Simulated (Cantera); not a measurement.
An isothermal, constant-pressure homogeneous reactor starts with H2 : O2 : N2 = 1.8 : 1 : 3.9 (molar parts), at 1200 K and 0.260 bar.

Model: the H2/O2 subset of GRI-Mech 3.0, which has no nitrogen chemistry, integrated in Cantera. The temperature is held fixed by assumption; the heat of reaction is taken as removed at once.

x: mole fraction; the columns are a selection and need not sum to one.

```csv
t (s),x H2,x O2,x HO2,x OH,x H,x H2O2,x H2O
0.000100,0.268,0.149,4.85e-6,9.37e-6,0.000125,2.38e-8,0.000149
0.000464,0.0213,0.0308,1.32e-5,0.00315,0.0254,2.34e-6,0.265
0.00215,[?],0.0185,[?],[?],[?],[?],0.306
0.0100,0.000178,0.0173,1.87e-6,0.000178,1.05e-5,4.25e-7,0.310
0.0464,9.96e-6,0.0172,1.51e-7,4.72e-5,1.64e-7,5.25e-8,0.310
0.215,9.76e-7,0.0172,1.67e-8,1.66e-5,6.13e-9,7.80e-9,0.310
1.00,1.73e-7,0.0172,3.83e-9,7.18e-6,4.89e-10,1.57e-9,0.310
4.64,6.45e-8,0.0172,2.61e-9,4.19e-6,1.09e-10,5.54e-10,0.310
21.5,5.93e-8,0.0172,2.59e-9,3.97e-6,9.49e-11,4.98e-10,0.310
100,5.93e-8,0.0172,2.59e-9,3.97e-6,9.49e-11,4.98e-10,0.310
```

Q: What belongs in the gaps?

A: 
- 0.00215, x H2: 0.00285
- 0.00215, x HO2: 7.30e-6
- 0.00215, x OH: 0.000799
- 0.00215, x H: 0.000772
- 0.00215, x H2O2: 1.94e-6
